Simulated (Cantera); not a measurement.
Charge: 1 mol Al2O3, 15 mol Cl2, equilibrated at 1700 K and 2.80 Pa.

Cantera equilibrium calculation (NASA polynomials, part measured and part estimated; ideal gas, pure solids and liquids). Candidate condensed phases: Al, AlCl3, Al2O3; 17 gas species. The tables' values for AlCl2 are old estimates; treat these amounts as uncertain. Rates play no part.

Base state: Cl 0.998, Cl2 0.000756, AlCl3 0.000474, O2 0.000323, O 0.000152, AlOCl 7.28e-5, AlCl2 2.81e-5 (mole fractions); condensed: Al2O3(s).

Question: What changes in the equilibrium state with this change: temperature from 1700 K to 1023.15 K?

Answer: 
| species | before | after |
|---|---|---|
| Cl2 | 0.000756 | 0.902 |
| Cl | 0.998 | 0.0978 |
| AlCl3 | 0.000474 | 0.000281 |
| O | 0.000152 | <1e-9 |
| AlOCl | 7.28e-5 | <1e-9 |
| AlCl2 | 2.81e-5 | <1e-9 |
| Al2O3(s), mol | 0.991 | 0.998 |
